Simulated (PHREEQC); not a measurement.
Dissolve 0.0036 mol Fe2(SO4)3 per kg of water at 25 °C. Closed to the air; pH follows from the charge balance.

Model: ion-association model, phreeqc.dat, run in PHREEQC.

| Quantity | Result |
|---|---|
| pH | 2.90 |
| ionic strength | 0.0185 mol/kgw |
| total alkalinity | -14.4 meq/kg |

| species | molality | activity | log γ |
|---|---|---|---|
| SO4-2 | 0.00488 | 0.00289 | -0.227 |
| FeSO4+ | 0.00487 | 0.00427 | -0.057 |
| H+ | 0.00141 | 0.00126 | -0.049 |
| FeOH+2 | 0.00116 | 0.000689 | -0.227 |
| HSO4- | 0.000406 | 0.000355 | -0.058 |
| Fe+3 | 0.000375 | 0.000135 | -0.445 |

Precipitation was switched off in this run. The solution is supersaturated, for example in Hematite (slow to form), Goethite (slow to form), so a real one may precipitate; this is no full list. Species that the database lacks are ignored.
